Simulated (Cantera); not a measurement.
A freely propagating, adiabatic, planar premixed flame of CH4 : O2 : N2 = 1 : 2 : 7.8 (molar parts), unburnt at 450 K and 750 Torr; unity-Lewis-number transport, grid criteria slope 0.08 and curve 0.16, no radiation.

Detailed kinetics in Cantera: GRI-Mech 3.0 (53 species, 325 reactions). Unity Lewis numbers drop preferential diffusion, which matters most where H2 and H carry the flame. Burning velocities carry a grid error of a few per cent, more on coarse grids.

x: mole fraction of selected species; z is measured from the peak of heat release.

```csv
z (mm),T (K),u (m/s),x CH4,x O2,x CH2O,x H,x OH,x C2H4
-1.37,450,0.525,0.0926,0.185,2.80e-7,<1e-8,<1e-8,8.78e-8
-0.912,453,0.529,0.0924,0.185,…,<1e-8,<1e-8,…
-0.684,465,0.542,0.0917,0.184,1.89e-5,<1e-8,<1e-8,5.98e-6
-0.456,546,0.638,0.0867,0.176,0.000119,<1e-8,1.20e-7,3.90e-5
-0.228,958,1.13,0.0596,0.136,0.000580,8.75e-6,4.48e-6,0.000216
-0.114,1363,1.63,0.0309,0.0919,0.000790,0.000244,0.000136,0.000359
0,1765,2.14,0.00463,0.0441,0.000405,0.00417,0.00298,0.000148
0.114,1899,2.30,…,…,…,0.00860,…,…
0.228,1948,2.35,1.40e-6,0.0207,3.23e-7,0.00867,0.00868,1.39e-8
0.456,2012,2.42,<1e-8,0.0177,<1e-8,0.00690,0.00854,<1e-8
0.912,2086,2.49,<1e-8,0.0148,<1e-8,0.00440,0.00772,<1e-8
1.82,2156,2.56,<1e-8,0.0119,<1e-8,0.00249,0.00652,<1e-8
3.65,2212,2.62,<1e-8,0.00937,<1e-8,0.00139,0.00532,<1e-8
```

Fill in the missing entries.


- -0.912, x CH2O: 4.07e-6
- -0.912, x C2H4: 1.28e-6
- 0.114, x CH4: 0.000102
- 0.114, x O2: 0.0249
- 0.114, x CH2O: 2.02e-5
- 0.114, x OH: 0.00778
- 0.114, x C2H4: 2.23e-6
